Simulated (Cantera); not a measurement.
Feed: 1 mol MgO, 0.72 mol CH4, 1.4 mol H2, held at 35.0 mbar.

Equilibrium computed with Cantera from the NASA thermochemical tables; the gas is ideal and each condensed phase is pure. Candidate condensed phases: C, C6H6, C7H8, C8H18, H2O, Mg, MgCO3, MgO, Mg(OH)2; 116 gas species. The numbers say what is thermodynamically allowed, not how fast it happens.

Q: What share of the Mg ends up in condensed phases as a function of T (K), at 1498, 1598, 1698, 1798, 1898, 1998, 2098, 2198, 2298, 2398, 2498?

A: 
```tsv
T (K)	Mg condensed (%)	as
1498	93.7	MgO(s)
1598	64.5	MgO(s)
1698	28.0	MgO(s)
1798	28.0	MgO(s)
1898	27.8	MgO(s)
1998	27.2	MgO(s)
2098	25.1	MgO(s)
2198	19.0	MgO(s)
2298	4.8	MgO(s)
2398	0.0	-
2498	0.0	-
```
